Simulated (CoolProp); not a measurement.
A Linde-Hampson liquefier for methane: isothermal reversible compression at 230 K from 1 atm to 10 MPa, throttling to 1 atm, return gas leaving the recuperator 10 K below the feed. Each further row changes one setting.

Model: reference Helmholtz-energy equation of state, Setzmann 1991, in CoolProp.

```csv
case,liquid yield per pass,compression work (kJ/kg of gas)
as stated,(withheld),494
high pressure 20 MPa,(withheld),(withheld)
warm-end temperature 260 K,(withheld),(withheld)
warm-end gap 15 K,(withheld),494
```

Complete the blanks.


- as stated, liquid yield per pass: 0.263
- high pressure 20 MPa, liquid yield per pass: 0.380
- high pressure 20 MPa, compression work (kJ/kg of gas): 541
- warm-end temperature 260 K, liquid yield per pass: 0.150
- warm-end temperature 260 K, compression work (kJ/kg of gas): 582
- warm-end gap 15 K, liquid yield per pass: 0.252
